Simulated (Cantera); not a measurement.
A perfectly stirred reactor is fed with CH4 : C2H6 : C3H8 : O2 : N2 = 1 : 0.33 : 0.05 : 4.48 : 16.8 (molar parts), at 1.00 atm; it is adiabatic with a 573 K inlet, and is followed from long to short residence time, starting on the burning branch (τ in s: 0.31, 0.098, 0.031, 0.01, 0.0032, 0.001, 0.00032, 0.0001, 3.3e-05, 1e-05, 3.3e-06).

Model: GRI-Mech 3.0 (53 species, 325 reactions), integrated in Cantera.

Task: Predict: blow-out, bracketed by the residence times tried; x(CH4) at τ = 0.310 s; x(C2H6) at τ = 0.310 s; x(C3H8) at τ = 0.310 s; x(CO) at τ = 0.310 s; x(CH2CO) at τ = 0.310 s; x(CH4) at τ = 1.00 ms; x(C2H6) at τ = 1.00 ms; x(C3H8) at τ = 1.00 ms; x(CO) at τ = 1.00 ms; x(CH2CO) at τ = 1.00 ms.

Result: 
```json
{
  "blow_out_bracketed_by_the_residence_times_tried": "burning at 0.100 ms, out at 33.0 µs",
  "x(CH4) at τ = 0.310 s": "6.98e-7",
  "x(C2H6) at τ = 0.310 s": "3.13e-8",
  "x(C3H8) at τ = 0.310 s": "5.22e-9",
  "x(CO) at τ = 0.310 s": "0.00162",
  "x(CH2CO) at τ = 0.310 s": "3.39e-8",
  "x(CH4) at τ = 1.00 ms": "5.85e-5",
  "x(C2H6) at τ = 1.00 ms": "4.72e-6",
  "x(C3H8) at τ = 1.00 ms": "6.50e-7",
  "x(CO) at τ = 1.00 ms": "0.0121",
  "x(CH2CO) at τ = 1.00 ms": "4.97e-6"
}
```
